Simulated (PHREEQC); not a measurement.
# Ultrapure water in contact with air or piping (model solution)

Model water analysis in mg/L, 25 °C, pH 6.3, pe 8.4:

```
constituent             mg/L
------------------  --------
Na                    0.0665
K                     0.0259
Ca                    0.0429
Mg                  0.000253
Cl                    0.0804
S(6) as SO4             0.11
Alkalinity as HCO3    0.0733
N(5) as NO3          0.00023
Ba                     0.005
```

Valence states are taken as typed.

Equilibrium calculation in PHREEQC: ion-association model, phreeqc.dat.

This is a speciation only: nothing precipitates in the calculation.

Task: Estimate the charge-balance error.

Result: charge-balance error 0.2 %.

Task: In which forms is C present?

Result: CO2 53 %, HCO3- 47 % of the C.

Species that the database lacks are ignored.
